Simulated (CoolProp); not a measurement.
R245ca at 386.4 K and 4.6 MPa is throttled through a valve to 1.43 MPa with no heat exchange. Each further row changes one setting.

The numbers come from the reference Helmholtz-energy equation of state, Zhou 2016 in CoolProp.

```tsv
case	temperature change (K)	final phase	final density (kg/m³)
as stated	-0.5	liquid	1130
outlet pressure 0.429 MPa	-43.9	two-phase, vapour fraction 0.374	58.8
outlet pressure 1.86 MPa	-0.4	liquid	1130
```
